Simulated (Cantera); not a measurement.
A perfectly stirred reactor is fed with CH4 : C2H6 : C3H8 : O2 : N2 : H2O = 1 : 1.3 : 0.051 : 4.86 : 21.9 : 0.8 (molar parts), equivalence ratio 1.4, at 13.8 atm; it is adiabatic with a 448 K inlet, and is followed from long to short residence time, starting on the burning branch (τ in s: 0.033, 0.014, 0.0061, 0.0026, 0.0011, 0.00049, 0.00021, 9.1e-05, 3.9e-05, 1.7e-05).

Detailed kinetics in Cantera: GRI-Mech 3.0 (53 species, 325 reactions). The pressure lies above the range GRI-Mech 3.0 was tuned for (to about 10 atm).

x: mole fraction; the columns are a selection and need not sum to one.

```json
[
 {"τ (s)": "0.033", "T (K)": "1940", "x CH4": "0.00234", "x C2H6": "3.13e-6", "x C3H8": "3.20e-8", "x N2O": "2.45e-9", "x CH2": "1.71e-7", "x C2H4": "2.22e-5"},
 {"τ (s)": "0.014", "T (K)": "1942", "x CH4": "0.00320", "x C2H6": "7.30e-6", "x C3H8": "7.32e-8", "x N2O": "4.16e-9", "x CH2": "3.41e-7", "x C2H4": "4.56e-5"},
 {"τ (s)": "0.0061", "T (K)": "1941", "x CH4": "___", "x C2H6": "___", "x C3H8": "___", "x N2O": "___", "x CH2": "___", "x C2H4": "___"},
 {"τ (s)": "0.0026", "T (K)": "1932", "x CH4": "0.00464", "x C2H6": "3.46e-5", "x C3H8": "3.91e-7", "x N2O": "1.42e-8", "x CH2": "1.19e-6", "x C2H4": "0.000169"},
 {"τ (s)": "0.0011", "T (K)": "1912", "x CH4": "0.00505", "x C2H6": "7.50e-5", "x C3H8": "9.69e-7", "x N2O": "2.73e-8", "x CH2": "2.05e-6", "x C2H4": "0.000322"},
 {"τ (s)": "0.00049", "T (K)": "1876", "x CH4": "0.00540", "x C2H6": "0.000159", "x C3H8": "2.43e-6", "x N2O": "5.05e-8", "x CH2": "3.11e-6", "x C2H4": "0.000606"},
 {"τ (s)": "0.00021", "T (K)": "1798", "x CH4": "0.00639", "x C2H6": "0.000419", "x C3H8": "8.24e-6", "x N2O": "1.03e-7", "x CH2": "3.69e-6", "x C2H4": "0.00137"},
 {"τ (s)": "9.1e-5", "T (K)": "448", "x CH4": "0.0334", "x C2H6": "0.0435", "x C3H8": "0.00171", "x N2O": "<1e-12", "x CH2": "<1e-12", "x C2H4": "<1e-12"},
 {"τ (s)": "3.9e-5", "T (K)": "448", "x CH4": "0.0334", "x C2H6": "0.0435", "x C3H8": "0.00171", "x N2O": "<1e-12", "x CH2": "<1e-12", "x C2H4": "<1e-12"},
 {"τ (s)": "1.7e-5", "T (K)": "448", "x CH4": "0.0334", "x C2H6": "0.0435", "x C3H8": "0.00171", "x N2O": "<1e-12", "x CH2": "<1e-12", "x C2H4": "<1e-12"}
]
```

What belongs in the gaps?


- 0.0061, x CH4: 0.00399
- 0.0061, x C2H6: 1.59e-5
- 0.0061, x C3H8: 1.65e-7
- 0.0061, x N2O: 7.51e-9
- 0.0061, x CH2: 6.46e-7
- 0.0061, x C2H4: 8.79e-5
